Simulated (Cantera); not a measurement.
A Cantera script and what it prints.

```python
import numpy as np
import cantera as ct

gas_names = """
    CrO3 N
""".split()
cond_names = """
    Cr2N(s) Cr2O3(s) Cr2O3(L)
""".split()


# ... load() reads the species with a 1 bar reference pressure and builds the phases ...
species = {s.name: s for s in load("nasa_gas.yaml", gas_names) + load("nasa_condensed.yaml", cond_names)}
# Each term lists the table entries of one substance; the one whose range holds T is used.
reactions = {
    'Cr2N + 2 CrO3(g) = N(g) + 2 Cr2O3':
        [(-1, ['Cr2N(s)']), (-2, ['CrO3']), (1, ['N']), (2, ['Cr2O3(s)', 'Cr2O3(L)'])],
}


def pick(names, T):
    return next(species[n] for n in names if species[n].thermo.min_temp <= T <= species[n].thermo.max_temp)


results = []
for label, terms in reactions.items():
    print(label)
    print("     T/K   dH/kJ  dS/(J/K)   dG/kJ   log10 K")
    for T in [1300, 1350, 1400, 1450, 1500, 1550, 1600, 1650, 1700, 1750, 1800]:
        used = [(nu, pick(names, T)) for nu, names in terms]
        dH = sum(nu * s.thermo.h(T) for nu, s in used) / 1e6
        dS = sum(nu * s.thermo.s(T) for nu, s in used) / 1e3
        dG = dH - T * dS / 1e3
        logK = -dG * 1e6 / (ct.gas_constant * T * np.log(10))
        results.append((label, T, dH, dS, dG, logK, [s.name for _, s in used]))
        print(f"{T:8g} {dH:8.1f} {dS:8.1f} {dG:8.1f} {logK:8.2f}")
```

Result:

```
Cr2N + 2 CrO3(g) = N(g) + 2 Cr2O3
     T/K   dH/kJ  dS/(J/K)   dG/kJ   log10 K
    1300  -1052.0   -226.5   -757.5    30.44
    1350  -1050.9   -225.7   -746.2    28.87
    1400  -1049.9   -225.0   -734.9    27.42
    1450  -1048.9   -224.2   -723.7    26.07
    1500  -1047.9   -223.6   -712.5    24.81
    1550  -1046.9   -223.0   -701.4    23.64
    1600  -1046.0   -222.4   -690.2    22.53
    1650  -1045.1   -221.8   -679.1    21.50
    1700  -1044.2   -221.3   -668.0    20.53
    1750  -1043.4   -220.8   -657.0    19.61
    1800  -1042.6   -220.3   -646.0    18.74
```

Cantera with NASA thermochemical tables; ideal gases at 1 bar, condensed phases pure. Condensed species are held in their standard states even where they would react or evaporate.
